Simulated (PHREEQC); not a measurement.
MgCl2 is added in steps, without added water, to 1 kg of water holding 0.0051 mol H2SO4, 0.071 mol FeSO4 and 0.008 mol Na2SO4, at 25 °C. The system is closed to oxygen. The system is closed to CO2. Solids allowed: Brucite, Halite, Mirabilite, Epsomite, Melanterite. Others were left out.

Base run: PHREEQC, ion-association model, wateq4f.dat. Each further column changes one thing. The table gives pH.

```json
[
 {"MgCl2 added (mol)": "0", "base": "2.52", "temperature from 25 to 55 °C": "2.68", "0.12 mol/kgw NaCl added": "2.48", "H2SO4 from 0.0051 to 0.00051 mol/kgw": "3.52", "no solid may form": "2.52"},
 {"MgCl2 added (mol)": "0.01219", "base": "2.49", "temperature from 25 to 55 °C": "2.64", "0.12 mol/kgw NaCl added": "2.47", "H2SO4 from 0.0051 to 0.00051 mol/kgw": "3.50", "no solid may form": "2.49"},
 {"MgCl2 added (mol)": "0.02438", "base": "2.47", "temperature from 25 to 55 °C": "2.61", "0.12 mol/kgw NaCl added": "2.45", "H2SO4 from 0.0051 to 0.00051 mol/kgw": "3.47", "no solid may form": "2.47"},
 {"MgCl2 added (mol)": "0.04063", "base": "2.45", "temperature from 25 to 55 °C": "2.57", "0.12 mol/kgw NaCl added": "2.43", "H2SO4 from 0.0051 to 0.00051 mol/kgw": "3.45", "no solid may form": "2.45"},
 {"MgCl2 added (mol)": "0.05281", "base": "2.43", "temperature from 25 to 55 °C": "2.54", "0.12 mol/kgw NaCl added": "2.42", "H2SO4 from 0.0051 to 0.00051 mol/kgw": "3.43", "no solid may form": "2.43"},
 {"MgCl2 added (mol)": "0.065", "base": "2.42", "temperature from 25 to 55 °C": "2.52", "0.12 mol/kgw NaCl added": "2.40", "H2SO4 from 0.0051 to 0.00051 mol/kgw": "3.42", "no solid may form": "2.42"},
 {"MgCl2 added (mol)": "0.07719", "base": "2.40", "temperature from 25 to 55 °C": "2.50", "0.12 mol/kgw NaCl added": "2.39", "H2SO4 from 0.0051 to 0.00051 mol/kgw": "3.40", "no solid may form": "2.40"},
 {"MgCl2 added (mol)": "0.08937", "base": "2.39", "temperature from 25 to 55 °C": "2.48", "0.12 mol/kgw NaCl added": "2.38", "H2SO4 from 0.0051 to 0.00051 mol/kgw": "3.39", "no solid may form": "2.39"},
 {"MgCl2 added (mol)": "0.1056", "base": "2.38", "temperature from 25 to 55 °C": "2.46", "0.12 mol/kgw NaCl added": "2.37", "H2SO4 from 0.0051 to 0.00051 mol/kgw": "3.38", "no solid may form": "2.38"},
 {"MgCl2 added (mol)": "0.1178", "base": "2.37", "temperature from 25 to 55 °C": "2.45", "0.12 mol/kgw NaCl added": "2.36", "H2SO4 from 0.0051 to 0.00051 mol/kgw": "3.37", "no solid may form": "2.37"},
 {"MgCl2 added (mol)": "0.13", "base": "2.36", "temperature from 25 to 55 °C": "2.44", "0.12 mol/kgw NaCl added": "2.35", "H2SO4 from 0.0051 to 0.00051 mol/kgw": "3.36", "no solid may form": "2.36"}
]
```

 Constants without temperature data keep their 25 °C values here.
